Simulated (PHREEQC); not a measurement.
Consider water at 25 °C with 0.28 mol/kgw HF, 0.12 mol/kgw K2HPO4 and 0.019 mol/kgw KCl. Closed to the air; pH follows from the charge balance.

The numbers come from PHREEQC with the ion-association model, phreeqc.dat.

This is a speciation only: nothing precipitates in the calculation.

### Question
Order these F species by the share of F that they hold, largest first: HF, HF2-, F-.

### Answer
HF (38 %), F- (34 %), HF2- (28 %)

The pH is 2.94 and the ionic strength 0.261 mol/kgw. Species that the database lacks are ignored.
